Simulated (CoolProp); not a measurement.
Vapour-liquid equilibrium of diethyl ether (1) + ethanol (2) at 405.3 K; x and y are mole fractions of (1).

Computed with CoolProp (multi-fluid Helmholtz-energy mixture model, Thol 2014 and Schroeder 2014; pair parameters Bell 2016).

Problem. Give the bubble pressure and the first vapour's composition at x = 0.05, 0.65, 0.8. Is there an azeotrope?

Solution. x = 0.05: 0.6831 MPa, y = 0.139; x = 0.65: 1.185 MPa, y = 0.742; x = 0.8: 1.243 MPa, y = 0.837. No azeotrope shows between x = 0.05 and 0.95.

Pair parameters are fitted to limited data, so mixtures are less certain than the pure fluids.
